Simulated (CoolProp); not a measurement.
Vapour-liquid equilibrium of methanol (1) + ethylbenzene (2) at 1.07 MPa; x and y are mole fractions of (1).

Computed with CoolProp (multi-fluid Helmholtz-energy mixture model, de Reuck 1993 and Zhou 2012; pair parameters Bell 2016).

Task: Give the bubble temperature and the first vapour's composition at x = 0.35, 0.725, 0.875. Is there an azeotrope?

Result: x = 0.35: 433.4 K, y = 0.828; x = 0.725: 419.8 K, y = 0.909; x = 0.875: 415.7 K, y = 0.950. No azeotrope shows between x = 0.05 and 0.95.

Pair parameters are fitted to limited data, so mixtures are less certain than the pure fluids. With so large a gap from Raoult's law the liquid may split in two, which this calculation doesn't test in full.
